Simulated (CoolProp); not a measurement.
Vapour-liquid equilibrium of benzene (1) + dimethyl carbonate (2) at 0.213 bar; x and y are mole fractions of (1).

Values from CoolProp's multi-fluid Helmholtz-energy mixture model, Thol 2012 and Zhou 2011; pair parameters Bell 2016.

```
x     bubble temperature, mixture model (°C)  bubble temperature, Raoult's law (°C)  y, mixture model  y, Raoult's law
----  --------------------------------------  -------------------------------------  ----------------  ---------------
0.05                                    46.5                                   47.3             0.105            0.077
0.15                                    44.2                                   46.0             0.270            0.218
0.25                                    42.4                                   44.7             0.395            0.347
0.35                                    41.0                                   43.6             0.496            0.463
0.45                                    39.9                                   42.4             0.581            0.568
0.55                                    39.0                                   41.3             0.657            0.664
0.65                                    38.2                                   40.2             0.729            0.751
0.75                                    37.6                                   39.2             0.800            0.830
0.85                                    37.2                                   38.2             0.874            0.903
0.95                                    36.8                                   37.2             0.955            0.969
```

The largest gap from Raoult's law is -2.6 K in bubble temperature, at x = 0.35. No azeotrope shows between x = 0.05 and 0.95.

The pair parameters rest on a limited set of measurements; away from them the model extrapolates.
